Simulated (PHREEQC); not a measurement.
0.2 g of hydrous ferric oxide (600 m²/g; 0.2 weak and 0.005 strong sites per Fe, Dzombak-Morel constants, diffuse double layer) in 1 kg of water with 0.01 mol/kgw of an inert sodium salt and 9.8e-06 mol MnCl2, at 25 °C; the pH is set by adding NaOH or the inert anion's acid. The system is closed to oxygen. No CO2 enters from the air. Precipitation was switched off in this run.

Base run: PHREEQC, ion-association model, wateq4f.dat. Each further column changes one thing. The table gives surface potential ψ (mV).

```csv
pH,base,background salt from 0.01 to 0.001 mol/kgw,oxide from 0.2 to 1 g/kgw
4,185,210,184
5,152,169,152
5.5,132,145,132
6.5,87,___,___
7,62,___,61
8,8,9,7
9,-47,-49,___
9.5,-73,-77,-75
10.5,-121,___,-122
11,-141,-153,___
12,-167,-174,-168
```

Q: Fill in the missing entries.

A: 
- 6.5, background salt from 0.01 to 0.001 mol/kgw: 92
- 6.5, oxide from 0.2 to 1 g/kgw: 86
- 7, background salt from 0.01 to 0.001 mol/kgw: 65
- 9, oxide from 0.2 to 1 g/kgw: -48
- 10.5, background salt from 0.01 to 0.001 mol/kgw: -131
- 11, oxide from 0.2 to 1 g/kgw: -142
